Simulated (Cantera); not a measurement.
Standard-state values (1 bar) from the NASA 1993 polynomials, evaluated with Cantera. Values are per mole of reaction as written; species without (g) are pure solids or liquids, kept so even where they would boil at 1 bar.

ZrO₂(g) + 2 H(g) → 2 OH(g) + Zr, with ΔH° = -71.1 kJ and ΔS° = -96.8 J/K at 300 K.

Q: How far is the shortcut ΔG° ≈ ΔH°(300 K) − T·ΔS°(300 K) from the full temperature-dependent value at 1375, 1475, 1575, 1675, 1775, 1875, 1975, 2075 K?

A: 
| T (K) | shortcut (kJ) | full (kJ) | difference (kJ) | difference in log10 K | condensed phases |
|---|---|---|---|---|---|
| 1375 | 62.1 | 67.9 | -5.8 | 0.22 | Zr(β) |
| 1475 | 71.7 | 78.2 | -6.5 | 0.23 | Zr(β) |
| 1575 | 81.4 | 88.6 | -7.2 | 0.24 | Zr(β) |
| 1675 | 91.1 | 99.0 | -7.9 | 0.24 | Zr(β) |
| 1775 | 100.8 | 109.3 | -8.5 | 0.25 | Zr(β) |
| 1875 | 110.5 | 119.7 | -9.2 | 0.26 | Zr(β) |
| 1975 | 120.2 | 130.1 | -9.9 | 0.26 | Zr(β) |
| 2075 | 129.8 | 140.4 | -10.6 | 0.27 | Zr(β) |
The shortcut ignores heat capacities and the phase changes listed.
